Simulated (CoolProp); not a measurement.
A single-stage vapour-compression cycle with n-perfluorobutane: evaporating at 314.15 K (dew point), condensing at 339.15 K (bubble point), superheat 0 K, subcooling 2 K, compressor efficiency 0.6, no pressure losses. Each further row changes one setting.

Values from CoolProp's reference Helmholtz-energy equation of state, Gao 2022.

```csv
case,cooling COP,pressure ratio,discharge temperature (K),refrigerating effect (kJ/kg),volumetric capacity (kJ/m³)
as stated,5.74,1.93,339.1,54.0,2480
evaporating temperature 319.15 K,7.70,1.67,339.1,57.7,3050
condensing temperature 334.15 K,7.70,1.70,334.2,60.1,2760
subcooling 7 K,6.39,1.93,339.1,60.2,2760
superheat 10 K,6.10,1.93,340.7,63.3,2760
compressor efficiency 0.5,4.78,1.93,339.1,54.0,2480
```

The compression ends wet for: as stated; evaporating temperature 319.15 K; condensing temperature 334.15 K; subcooling 7 K; compressor efficiency 0.5.
